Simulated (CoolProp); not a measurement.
Properties of R1336mzz(E) along the isotherm 407.2 K.

Computed with CoolProp (reference Helmholtz-energy equation of state, Akasaka 2023).

```csv
p (MPa),phase,density (kg/m³),cp (kJ/(kg K)),Joule-Thomson coefficient (K/MPa)
0.018,gas,0.8742,0.9073,10.41
0.037,gas,1.801,0.9083,10.44
0.076,gas,3.718,0.9104,10.49
0.156,gas,7.711,0.9149,10.61
0.321,gas,16.22,0.9249,10.86
0.658,gas,34.92,0.9493,11.45
1.35,gas,80.81,1.027,13.01
2.78,supercritical,289.3,2.665,20.74
5.7,supercritical,923.1,1.458,1.274
```

The peak of cp marks the crossing from liquid-like to gas-like fluid above the critical point.
